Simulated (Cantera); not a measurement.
An adiabatic, constant-pressure homogeneous reactor starts with CH4 : O2 : N2 : CO2 = 1 : 2.22 : 8.36 : 0.64 (molar parts), equivalence ratio 0.90, at 1575 K and 1000000 Pa. Integrator tolerance rtol = 1e-08.

Cantera simulation using GRI-Mech 3.0 (53 species, 325 reactions); the numbers are that mechanism's predictions, not measurements.

Question: What does this change do: constant volume in place of constant pressure?

Answer: 
```csv
quantity,before,after
time of steepest temperature rise,0.100 ms,93.3 µs
temperature at 1.00 s,2793 K,2973 K
equilibrium temperature,2793 K,2973 K
x(CH4) at 1.00 s,<1e-12 (gas-phase equilibrium <1e-12),<1e-12 (gas-phase equilibrium <1e-12)
x(O2) at 1.00 s,0.0255 (gas-phase equilibrium 0.0255),0.0273 (gas-phase equilibrium 0.0273)
x(CO2) at 1.00 s,0.101 (gas-phase equilibrium 0.101),0.0919 (gas-phase equilibrium 0.0919)
x(H2) at 1.00 s,0.00616 (gas-phase equilibrium 0.00616),0.00793 (gas-phase equilibrium 0.00793)
x(OH) at 1.00 s,0.0132 (gas-phase equilibrium 0.0132),0.0170 (gas-phase equilibrium 0.0170)
x(C2H2) at 1.00 s,<1e-12 (gas-phase equilibrium <1e-12),<1e-12 (gas-phase equilibrium <1e-12)
x(CH2O) at 1.00 s,7.35e-10 (gas-phase equilibrium 7.35e-10),2.38e-9 (gas-phase equilibrium 2.38e-9)
```

Question: What does this change do: 0.03 parts C2H6 added?

Answer: 
| quantity | before | after |
|---|---|---|
| time of steepest temperature rise | 0.100 ms | 63.1 µs |
| temperature at 1.00 s | 2793 K | 2814 K |
| equilibrium temperature | 2793 K | 2814 K |
| x(CH4) at 1.00 s | <1e-12 (gas-phase equilibrium <1e-12) | <1e-12 (gas-phase equilibrium <1e-12) |
| x(O2) at 1.00 s | 0.0255 (gas-phase equilibrium 0.0255) | 0.0210 (gas-phase equilibrium 0.0210) |
| x(CO2) at 1.00 s | 0.101 (gas-phase equilibrium 0.101) | 0.0996 (gas-phase equilibrium 0.0996) |
| x(H2) at 1.00 s | 0.00616 (gas-phase equilibrium 0.00616) | 0.00759 (gas-phase equilibrium 0.00759) |
| x(OH) at 1.00 s | 0.0132 (gas-phase equilibrium 0.0132) | 0.0134 (gas-phase equilibrium 0.0134) |
| x(C2H2) at 1.00 s | <1e-12 (gas-phase equilibrium <1e-12) | <1e-12 (gas-phase equilibrium <1e-12) |
| x(CH2O) at 1.00 s | 7.35e-10 (gas-phase equilibrium 7.35e-10) | 1.08e-9 (gas-phase equilibrium 1.08e-9) |

Question: What does this change do: pressure from 1000000 Pa to 78000 Pa?

Answer: 
| quantity | before | after |
|---|---|---|
| time of steepest temperature rise | 0.100 ms | 0.745 ms |
| temperature at 1.00 s | 2793 K | 2636 K |
| equilibrium temperature | 2793 K | 2636 K |
| x(CH4) at 1.00 s | <1e-12 (gas-phase equilibrium <1e-12) | <1e-12 (gas-phase equilibrium <1e-12) |
| x(O2) at 1.00 s | 0.0255 (gas-phase equilibrium 0.0255) | 0.0319 (gas-phase equilibrium 0.0319) |
| x(CO2) at 1.00 s | 0.101 (gas-phase equilibrium 0.101) | 0.0883 (gas-phase equilibrium 0.0883) |
| x(H2) at 1.00 s | 0.00616 (gas-phase equilibrium 0.00616) | 0.00973 (gas-phase equilibrium 0.00973) |
| x(OH) at 1.00 s | 0.0132 (gas-phase equilibrium 0.0132) | 0.0169 (gas-phase equilibrium 0.0169) |
| x(C2H2) at 1.00 s | <1e-12 (gas-phase equilibrium <1e-12) | <1e-12 (gas-phase equilibrium <1e-12) |
| x(CH2O) at 1.00 s | 7.35e-10 (gas-phase equilibrium 7.35e-10) | 1.25e-10 (gas-phase equilibrium 1.25e-10) |
